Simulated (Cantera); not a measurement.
An isothermal, constant-pressure homogeneous reactor starts with 25.5 % CH4, 71.4 % CO2, 3.06 % H2, at 1725 K and 0.210 bar.

Model: GRI-Mech 3.0 (53 species, 325 reactions), integrated in Cantera.

x: mole fraction; the columns are a selection and need not sum to one.

```json
[
 {"t (s)": "1.00e-5", "x CH4": "0.255", "x CO2": "0.714", "x H2": "0.0306", "x C2H4": "1.91e-9", "x O": "1.15e-11", "x C2H6": "2.85e-9"},
 {"t (s)": "3.98e-5", "x CH4": "0.255", "x CO2": "0.714", "x H2": "0.0307", "x C2H4": "1.80e-7", "x O": "1.24e-11", "x C2H6": "1.80e-7"},
 {"t (s)": "0.000158", "x CH4": "0.254", "x CO2": "0.714", "x H2": "0.0309", "x C2H4": "1.21e-5", "x O": "2.14e-11", "x C2H6": "8.77e-6"},
 {"t (s)": "0.000631", "x CH4": "0.252", "x CO2": "0.713", "x H2": "0.0324", "x C2H4": "___", "x O": "1.10e-10", "x C2H6": "___"},
 {"t (s)": "0.00251", "x CH4": "0.224", "x CO2": "0.697", "x H2": "0.0543", "x C2H4": "0.00720", "x O": "4.83e-10", "x C2H6": "0.000587"},
 {"t (s)": "0.0100", "x CH4": "0.144", "x CO2": "0.613", "x H2": "0.119", "x C2H4": "0.00472", "x O": "6.52e-10", "x C2H6": "0.000228"},
 {"t (s)": "0.0398", "x CH4": "0.0502", "x CO2": "0.420", "x H2": "0.112", "x C2H4": "0.000902", "x O": "1.17e-9", "x C2H6": "5.03e-5"},
 {"t (s)": "0.158", "x CH4": "0.00923", "x CO2": "0.251", "x H2": "0.0971", "x C2H4": "0.000121", "x O": "3.37e-9", "x C2H6": "5.11e-6"},
 {"t (s)": "0.631", "x CH4": "0.00565", "x CO2": "0.171", "x H2": "0.150", "x C2H4": "3.92e-5", "x O": "4.22e-9", "x C2H6": "1.06e-6"},
 {"t (s)": "2.51", "x CH4": "0.000877", "x CO2": "0.135", "x H2": "0.184", "x C2H4": "1.36e-6", "x O": "5.54e-9", "x C2H6": "1.82e-8"},
 {"t (s)": "10.0", "x CH4": "6.76e-10", "x CO2": "0.133", "x H2": "0.187", "x C2H4": "<1e-12", "x O": "___", "x C2H6": "<1e-12"}
]
```

**Question.** What belongs in the gaps?

**Answer.** 
- 0.000631, x C2H4: 0.000552
- 0.000631, x C2H6: 0.000186
- 10.0, x O: 6.67e-9
